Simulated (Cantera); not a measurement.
Cantera run, input and output.

```python
import numpy as np
import cantera as ct

gas = ct.Solution("h2o2.yaml")
gas.TPX = 400, 55000, {'H2': 1, 'O2': 0.185, 'N2': 0.696}
flame = ct.FreeFlame(gas, width=0.061)
flame.set_refine_criteria(ratio=3, slope=0.08, curve=0.16)
flame.transport_model = "mixture-averaged"
flame.solve(loglevel=0, auto=True)
z, T = flame.grid, flame.T
thick = (T[-1] - T[0]) / np.gradient(T, z).max()
show = ['H2', 'O2', 'H2O', 'OH', 'HO2', 'H']
print(f"laminar burning velocity  {flame.velocity[0] * 100:.3f} cm/s")
print(f"burnt temperature         {T[-1]:.1f} K")
print(f"thermal thickness         {thick * 1e3:.4f} mm")
print(f"grid points               {len(z)}")
z0 = z[flame.heat_release_rate.argmax()]
print(f"{'z/mm':>9s}{'T/K':>9s}{'u/(m/s)':>9s}" + "".join(f"{s:>11s}" for s in show))
rows = []
for k in (-3, -2, -1.5, -1, -0.5, -0.25, 0, 0.25, 0.5, 1, 2, 4, 8):
    zz = z0 + k * thick
    rows.append([k * thick, np.interp(zz, z, T), np.interp(zz, z, flame.velocity),
                 *(np.interp(zz, z, flame.X[gas.species_index(s)]) for s in show)])
    print(f"{rows[-1][0] * 1e3:9.3f}{rows[-1][1]:9.1f}{rows[-1][2]:9.3f}" + "".join(f"{x:11.3e}" for x in rows[-1][3:]))
```

It prints:

```
laminar burning velocity  386.821 cm/s
burnt temperature         1913.5 K
thermal thickness         0.8885 mm
grid points               132
     z/mm      T/K  u/(m/s)         H2         O2        H2O         OH        HO2          H
   -2.666    400.0    3.868  5.316e-01  9.835e-02  9.346e-13  1.766e-16  3.228e-13  1.884e-16
   -1.777    400.0    3.868  5.316e-01  9.835e-02  1.421e-10  2.368e-14  5.931e-11  2.601e-14
   -1.333    400.0    3.868  5.316e-01  9.835e-02  2.867e-09  4.122e-13  1.382e-09  5.595e-13
   -0.889    400.1    3.869  5.316e-01  9.836e-02  2.505e-07  4.492e-11  1.556e-07  4.757e-10
   -0.444    433.8    4.164  5.270e-01  9.859e-02  1.071e-03  5.966e-05  2.027e-04  9.523e-05
   -0.222    701.4    6.552  4.946e-01  9.130e-02  2.342e-02  4.453e-04  1.147e-04  6.662e-03
    0.000   1066.6    9.713  4.191e-01  6.257e-02  8.804e-02  7.833e-04  4.235e-05  3.614e-02
    0.222   1306.1   11.850  3.468e-01  1.958e-02  1.706e-01  1.282e-03  1.214e-05  6.637e-02
    0.444   1410.4   12.771  3.255e-01  3.606e-03  2.019e-01  1.150e-03  2.130e-06  7.226e-02
    0.889   1502.4   13.532  3.272e-01  1.860e-04  2.096e-01  1.191e-03  1.037e-07  6.436e-02
    1.777   1594.5   14.268  3.357e-01  4.696e-05  2.113e-01  1.249e-03  2.810e-08  5.169e-02
    3.554   1686.9   14.990  3.448e-01  2.933e-05  2.129e-01  1.179e-03  1.828e-08  3.831e-02
    7.108   1764.6   15.586  3.527e-01  1.587e-05  2.144e-01  9.819e-04  1.076e-08  2.665e-02
```

Cantera simulation using the H2/O2 subset of GRI-Mech 3.0, which has no nitrogen chemistry; the numbers are that mechanism's predictions, not measurements. Burning velocities carry a grid error of a few per cent, more on coarse grids.
